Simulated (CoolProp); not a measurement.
Nitrogen along the isobar 3.79 MPa: fugacity coefficient from the reference equation and from simpler models built on Tc = -147.0 °C, pc = 3.396 MPa, ω = 0.037; each cubic takes its own stable root.

Values from CoolProp's reference Helmholtz-energy equation of state, Span 2000.

```csv
T (°C),phase,reference
-167.55,liquid,0.2748
-157.55,liquid,0.4309
-147.55,liquid,0.6037
-137.55,supercritical,0.7132
-127.55,supercritical,0.7727
-117.55,supercritical,0.8167
-107.55,supercritical,0.8506
-97.55,supercritical,0.8776
-87.45,supercritical,0.8995
-77.45,supercritical,0.9172
-67.45,supercritical,0.9317
```

Question: How far does each simpler model (van der Waals, Redlich-Kwong, Soave-Redlich-Kwong) lie from the reference over these 11 states: mean and median of the absolute difference, and the worst?

Answer: 
- van der Waals: mean 6.9 %, median 1.9 %, worst +40.1 % at -167.55 °C and 3.79 MPa
- Redlich-Kwong: mean 0.9 %, median 0.8 %, worst +1.6 % at -157.55 °C and 3.79 MPa
- Soave-Redlich-Kwong: mean 0.4 %, median 0.3 %, worst +1.4 % at -167.55 °C and 3.79 MPa
